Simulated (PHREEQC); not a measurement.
Dissolve 5.7 mmol/kgw HF, 120 mmol/kgw H2SiF6, 59 mmol/kgw HBF4 and 6 mmol/kgw HNO3 at 20 °C. Closed to the air; pH follows from the charge balance.

All values are PHREEQC results (ion-association model, phreeqc.dat), not measurements.

Task: The ionic strength comes out as 0.423 mol/kgw. What activity coefficients do HF2-, BF3OH-, BF4-, NO3-, H+ get?

Result: HF2- 0.73, BF3OH- 0.73, BF4- 0.73, NO3- 0.63, H+ 0.77.

This is a speciation only: nothing precipitates in the calculation. Saturation is exceeded, for instance for Quartz (slow to form); the values hold only as long as no solid forms. SiF6-2 is the database's only silicon fluoride. Real BF4- forms and hydrolyses slowly; the run takes it at equilibrium.
